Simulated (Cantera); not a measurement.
Source: NASA polynomial tables (part measured, part estimated), evaluated in Cantera. Values are per mole of reaction as written; species without (g) are pure solids or liquids, kept so even where they would boil at 1 bar.

F2(g) + MgO = MgF2 + O(g), with ΔH° = -273.8 kJ and ΔS° = -11.3 J/K at 300 K.

Problem. How far is the shortcut ΔG° ≈ ΔH°(300 K) − T·ΔS°(300 K) from the full temperature-dependent value at 1775, 1850, 1925, 2000, 2075, 2150, 2225 K?

Solution. 
```json
[
 {"T (K)": "1775", "shortcut (kJ)": "-253.7", "full (kJ)": "-286.4", "difference (kJ)": "32.7", "difference in log10 K": "-0.96", "condensed phases": "MgO(s), MgF2(l)"},
 {"T (K)": "1850", "shortcut (kJ)": "-252.8", "full (kJ)": "-290.3", "difference (kJ)": "37.5", "difference in log10 K": "-1.06", "condensed phases": "MgO(s), MgF2(l)"},
 {"T (K)": "1925", "shortcut (kJ)": "-252.0", "full (kJ)": "-294.4", "difference (kJ)": "42.4", "difference in log10 K": "-1.15", "condensed phases": "MgO(s), MgF2(l)"},
 {"T (K)": "2000", "shortcut (kJ)": "-251.1", "full (kJ)": "-298.5", "difference (kJ)": "47.3", "difference in log10 K": "-1.24", "condensed phases": "MgO(s), MgF2(l)"},
 {"T (K)": "2075", "shortcut (kJ)": "-250.3", "full (kJ)": "-302.6", "difference (kJ)": "52.3", "difference in log10 K": "-1.32", "condensed phases": "MgO(s), MgF2(l)"},
 {"T (K)": "2150", "shortcut (kJ)": "-249.4", "full (kJ)": "-306.8", "difference (kJ)": "57.4", "difference in log10 K": "-1.39", "condensed phases": "MgO(s), MgF2(l)"},
 {"T (K)": "2225", "shortcut (kJ)": "-248.6", "full (kJ)": "-311.1", "difference (kJ)": "62.5", "difference in log10 K": "-1.47", "condensed phases": "MgO(s), MgF2(l)"}
]
```
The shortcut ignores heat capacities and the phase changes listed.
